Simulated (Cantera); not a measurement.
Cantera with NASA thermochemical tables; ideal gases at 1 bar, condensed phases pure. Values are per mole of reaction as written; species without (g) are pure solids or liquids, kept so even where they would boil at 1 bar.

O2(g) + 4 VO2(g) → 2 V2O5

```
T (K)  ΔH° (kJ)  ΔS° (J/K)  ΔG° (kJ)  log10 K  condensed phases
-----  --------  ---------  --------  -------  ----------------
300     -2170.6    -1004.7   -1869.2   325.44           V2O5(s)
2198    -1834.5     -665.8    -371.1     8.82           V2O5(l)
2273    -1826.1     -662.0    -321.4     7.38           V2O5(l)
2348    -1817.7     -658.4    -271.8     6.05           V2O5(l)
2423    -1809.3     -654.9    -222.6     4.80           V2O5(l)
2498        [?]        [?]       [?]      [?]           V2O5(l)
2573        [?]        [?]       [?]      [?]           V2O5(l)
```

**Question.** Complete the blanks.

**Answer.** 
- 2498, ΔH° (kJ): -1801.0
- 2498, ΔS° (J/K): -651.5
- 2498, ΔG° (kJ): -173.6
- 2498, log10 K: 3.63
- 2573, ΔH° (kJ): -1792.6
- 2573, ΔS° (J/K): -648.2
- 2573, ΔG° (kJ): -124.9
- 2573, log10 K: 2.54
